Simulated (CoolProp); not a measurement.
Vapour-liquid equilibrium of acetone (1) + n-decane (2) at 34.15 °C; x and y are mole fractions of (1).

Computed with CoolProp (multi-fluid Helmholtz-energy mixture model, Lemmon 2006 and Lemmon 2006; pair parameters Bell 2016).

Task: Give the bubble pressure and the first vapour's composition at x = 0.45, 0.75, 0.85. Is there an azeotrope?

Result: x = 0.45: 0.03532 MPa, y = 0.993; x = 0.75: 0.03826 MPa, y = 0.994; x = 0.85: 0.04001 MPa, y = 0.995. No azeotrope shows between x = 0.05 and 0.95.

The pair parameters rest on a limited set of measurements; away from them the model extrapolates. With so large a gap from Raoult's law the liquid may split in two, which this calculation doesn't test in full.
